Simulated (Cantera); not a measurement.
**Thermodynamics of fluorocarbon and chlorocarbon gases, feed CH₃Cl + HCl**

A closed system holds: 1 mol CH₃Cl, 0.17 mol HCl.

Equilibrium computed with Cantera from the NASA thermochemical tables; the gas is ideal and each condensed phase is pure. Candidate condensed phases: C, C₆H₆, C₇H₈, C₈H₁₈; 91 gas species. Rates play no part.

Stable condensed phases:

```
T in °C \ P in Pa
              1    3.6     13     46    170    600   2200   7700  28000 100000
   2625       A      A      A      A      B      B      B      B      B      B
   2425       A      A      A      B      B      B      B      B      B      B
   2225       B      B      B      B      B      B      B      B      B      B
   2025       B      B      B      B      B      B      B      B      B      B
   1825       B      B      B      B      B      B      B      B      B      B
   1625       B      B      B      B      B      B      B      B      B      B
   1425       B      B      B      B      B      B      B      B      B      B
   1225       B      B      B      B      B      B      B      B      B      B
   1025       B      B      B      B      B      B      B      B      B      B
    825       B      B      B      B      B      B      B      B      B      B
    625       B      B      B      B      B      B      B      B      B      B
    425       B      B      B      B      B      B      B      B      B      B
```

A: gas only; B: C.
